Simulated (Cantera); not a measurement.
A freely propagating, adiabatic, planar premixed flame of 37.1 % H₂, 13.2 % O₂, 49.7 % N₂, equivalence ratio 1.4, unburnt at 375 K and 37000 Pa; unity-Lewis-number transport, grid criteria slope 0.08 and curve 0.16, no radiation.

Model: the H2/O2 subset of GRI-Mech 3.0, which has no nitrogen chemistry, integrated in Cantera. Unity Lewis numbers drop preferential diffusion, which matters most where H2 and H carry the flame. Burning velocities carry a grid error of a few per cent, more on coarse grids.

Problem. Predict: laminar burning velocity; thermal thickness; peak x(H); peak x(OH); peak x(H₂O₂); peak x(O).

Solution. 
- laminar burning velocity = 232 cm/s
- thermal thickness = 1.14 mm
- peak x(H) = 0.0952
- peak x(OH) = 0.0105
- peak x(H₂O₂) = 1.37e-5
- peak x(O) = 0.00695
